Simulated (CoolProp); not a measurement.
Computed with CoolProp (reference Helmholtz-energy equation of state, Lemmon 2006). It is a short technical equation, of lower accuracy than the large ones.

**Question.** For toluene, give the phase and the cv (kJ/(kg K)), speed of sound (m/s), Joule-Thomson coefficient (K/MPa), conductivity (mW/(m K)) at 334.4 K and 766 kPa; 315.8 K and 13000 kPa; 491.4 K and 48.1 kPa.

**Answer.** 
- 334.4 K and 766 kPa: liquid; cv 1.37, speed of sound 1160, Joule-Thomson coefficient -0.407, conductivity 121
- 315.8 K and 13000 kPa: liquid; cv 1.32, speed of sound 1300, Joule-Thomson coefficient -0.452, conductivity 130
- 491.4 K and 48.1 kPa: gas; cv 1.74, speed of sound 214, Joule-Thomson coefficient 13.5, conductivity 28.8

Thermal conductivity comes from a separate model (Assael 2012).
